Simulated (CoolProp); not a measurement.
Vapour-liquid equilibrium of R1234ze(E) (1) + R227EA (2) at 0.00556 MPa; x and y are mole fractions of (1).

Model: multi-fluid Helmholtz-energy mixture model, Thol 2016 and Lemmon 2016; pair parameters Bell 2023, in CoolProp.

Give the bubble temperature and the first vapour's composition at x = 0.05, 0.425, 0.875. Is there an azeotrope?

x = 0.05: -67.8 °C, y = 0.062; x = 0.425: -68.9 °C, y = 0.473; x = 0.875: -69.8 °C, y = 0.886. No azeotrope shows between x = 0.05 and 0.95.

The pair parameters rest on a limited set of measurements; away from them the model extrapolates.
